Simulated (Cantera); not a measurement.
Mixture: H2 : O2 : N2 = 1 : 0.357 : 1.34 (molar parts), equivalence ratio 1.4, at 1.00 atm, adiabatic and at constant volume. Ignition delay is the time to a rise of 400 K.

Cantera simulation using the H2/O2 subset of GRI-Mech 3.0, which has no nitrogen chemistry; the numbers are that mechanism's predictions, not measurements.

Q: Predict: delay at 975 K; delay at 1050 K; delay at 1125 K; delay at 1200 K; delay at 1275 K; delay at 1350 K; delay at 1425 K.

A: delay at 975 K: 0.860 ms
delay at 1050 K: 0.146 ms
delay at 1125 K: 73.5 µs
delay at 1200 K: 45.6 µs
delay at 1275 K: 31.4 µs
delay at 1350 K: 23.2 µs
delay at 1425 K: 18.2 µs
